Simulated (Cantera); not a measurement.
# Equilibrium for silicon etching in halogen gases: Si + HBr + N2

Charge: 1 mol Si, 27 mol HBr, 52 mol N2, equilibrated at 45.0 Pa.

Cantera equilibrium calculation (NASA polynomials, part measured and part estimated; ideal gas, pure solids and liquids). Candidate condensed phases: Br2, Si, Si3N4; 28 gas species. The tables' values for SiBr3, SiBr are old estimates; treat these amounts as uncertain. The numbers say what is thermodynamically allowed, not how fast it happens.

```tsv
T (K)	x N2	x HBr	x Br	x H2	x SiBr4	x SiBr2
725	0.667	0.295	3.35e-7	0.0256	0.0128	6.51e-11
800	0.667	0.295	3.50e-6	0.0256	0.0128	5.27e-9
875	0.667	0.295	2.46e-5	0.0257	0.0128	1.98e-7
950	0.667	0.295	0.000128	0.0257	0.0128	4.13e-6
1025	0.666	0.294	0.000520	0.0258	0.0127	5.47e-5
1100	0.666	0.294	0.00175	0.0259	0.0121	0.000484
1175	0.663	0.294	0.00515	0.0252	0.00959	0.00258
1250	0.657	0.292	0.0133	0.0245	0.00485	0.00698
1325	0.650	0.282	0.0276	0.0280	0.00134	0.0105
1400	0.643	0.261	0.0472	0.0364	0.000260	0.0118
1475	0.635	0.233	0.0718	0.0482	4.84e-5	0.0120
1550	0.625	0.200	0.100	0.0619	9.47e-6	0.0119
```
x: gas mole fraction; nothing condenses.

From 725 K to 1550 K nothing is condensed. The main Si-bearing gas is SiBr4 at 725 K and SiBr2 at 1550 K.
